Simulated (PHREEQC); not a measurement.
## Metal-bearing waste water (model solution)

Solution (70 °C): 0.0025 mol MnSO4, 0.2 mol CuCl2, 0.061 mol NaF and 0.18 mol NaCl per kg of water. Closed to the air; pH follows from the charge balance.

Model: acid-base model without metal-ligand complexes, phreeqc.dat, run in PHREEQC.

This is a speciation only: nothing precipitates in the calculation.

### Question
Estimate the pH, activity of water.

### Answer
pH 4.26; activity of water 0.982.

### Question
In which forms is F present?

### Answer
F- 88 %, HF 8.1 %, HF2- 3.5 % of the F.

Ionic strength above about 0.7 mol/kgw puts this run outside the model's range. At this temperature some constants are extrapolated from 25 °C, and those without enthalpy data are left unchanged.
